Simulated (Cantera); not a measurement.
Input (Python, Cantera) and output of one run.

```python
import numpy as np
import cantera as ct

gas_names = """
    CL CL2 Fe FeCL FeCL2 FeCL3 Fe2CL4 Fe2CL6 H HCL H2
""".split()
cond_names = """
    Fe(a) Fe(c) Fe(d) Fe(L) FeCL2(s) FeCL2(L) FeCL3(s) FeCL3(L)
""".split()


# ... load() reads the species with a 1 bar reference pressure and builds the phases ...
atoms = {
    'FeCl3': {'Fe': 1, 'CL': 3},
    'H2': {'H': 2},
}
top_T = {}  # K; cautious upper limits of use, not melting points


# ... equilibrate(T, P, feed) seeds the gas with the atoms and calls Mixture.equilibrate('TP', solver="vcs", rtol=1e-11, max_steps=5000) ...
results = []
feed = {'FeCl3': 1, 'H2': 16}  # mol
T = 1523.15  # K
P = 22  # Pa
mix = equilibrate(T, P, feed)
results.append((T, P, feed, dict(zip(mix.species_names, mix.species_moles))))
x = sorted(zip(gas.X, gas.species_names), reverse=True)
print(f"T = {T:g} K  P = {P:g} Pa  gas = {mix.phase_moles(0):.4g} mol")
print("   x: " + "  ".join(f"{s} {v:.3e}" for v, s in x if v > 1e-05))
print("   condensed (mol): " + ("  ".join(f"{mix.phase(i).name} {mix.phase_moles(i):.4g}"
      for i in range(1, mix.n_phases) if mix.phase_moles(i) > 1e-12) or "none"))
```

Output:

```
T = 1523.15 K  P = 22 Pa  gas = 17.53 mol
   x: H2 8.436e-01  HCL 1.364e-01  FeCL2 1.724e-02  H 1.434e-03  Fe 1.107e-03  CL 1.860e-04
   condensed (mol): Fe(c) 0.6782
```

These are equilibrium values from Cantera (NASA tables, ideal gas, pure condensed phases), not measurements of a reactor.
